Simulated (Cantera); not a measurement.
Cantera run:

```python
import numpy as np
import cantera as ct

gas_names = """
    CL CL2 H HCL H2 N NH NH2 NH3 N2 N2H2 N2H4 Si SiCL SiCL2 SiCL3 SiCL4 SiH SiHCL3 SiH2 SiH2CL2 SiH3
    SiH3CL SiH4 SiN Si2 Si2N Si3
""".split()
cond_names = """
    NH4CL(a) NH4CL(b) Si(cr) Si(L) Si3N4(a)
""".split()


# ... load() reads the species with a 1 bar reference pressure and builds the phases ...
atoms = {
    'SiHCl3': {'Si': 1, 'H': 1, 'CL': 3},
    'NH3': {'N': 1, 'H': 3},
    'N2': {'N': 2},
}
top_T = {'Si3N4(a)': 2400}  # K; cautious upper limits of use, not melting points


# ... equilibrate(T, P, feed) seeds the gas with the atoms and calls Mixture.equilibrate('TP', solver="vcs", rtol=1e-11, max_steps=5000) ...
results = []
feed = {'SiHCl3': 1, 'NH3': 0.49, 'N2': 19}  # mol
P = 13332.2  # Pa
for T in [1400, 1450, 1500, 1550, 1600, 1650, 1700, 1750]:
    mix = equilibrate(T, P, feed)
    results.append((T, P, feed, dict(zip(mix.species_names, mix.species_moles))))

top = {s: max(r[3][s] / sum(r[3][g] for g in gas_names) for r in results) for s in gas_names}
cols = sorted((s for s in top if top[s] > 0.001), key=lambda s: -top[s])[:8]
seen = [c for c in cond_names if any(r[3].get(c, 0) > 1e-12 for r in results)]
print("log10 of partial pressures in bar; condensed amounts in mol")
print(f"{'T/K':>10s}" + "".join(f"{s[:9]:>10s}" for s in cols + seen))
for T, P, feed, n in results:
    ng = sum(n[g] for g in gas_names)
    print(f"{T:10.4g}" + "".join(f"{np.log10(max(n[s] / ng * P / 1e5, 1e-99)):10.3f}" for s in cols)
          + "".join(f"{n.get(c, 0):10.4g}" for c in seen))
```

Result:

```
log10 of partial pressures in bar; condensed amounts in mol
       T/K        N2       HCL     SiCL2        H2     SiCL4     SiCL3  Si3N4(a)
      1400    -0.929    -1.948    -3.621    -2.679    -2.816    -3.533    0.2228
      1450    -0.929    -1.951    -3.299    -2.673    -2.883    -3.372     0.213
      1500    -0.930    -1.960    -3.020    -2.656    -2.989    -3.256    0.1967
      1550    -0.930    -1.976    -2.791    -2.625    -3.150    -3.193     0.173
      1600    -0.931    -2.001    -2.613    -2.580    -3.374    -3.189    0.1434
      1650    -0.932    -2.036    -2.483    -2.525    -3.655    -3.239     0.111
      1700    -0.932    -2.080    -2.388    -2.469    -3.974    -3.328   0.07869
      1750    -0.932    -2.132    -2.318    -2.416    -4.314    -3.441   0.04806
```

Equilibrium computed with Cantera from the NASA thermochemical tables; the gas is ideal and each condensed phase is pure. The tables' values for SiCl3, SiCl are old estimates; treat these amounts as uncertain.
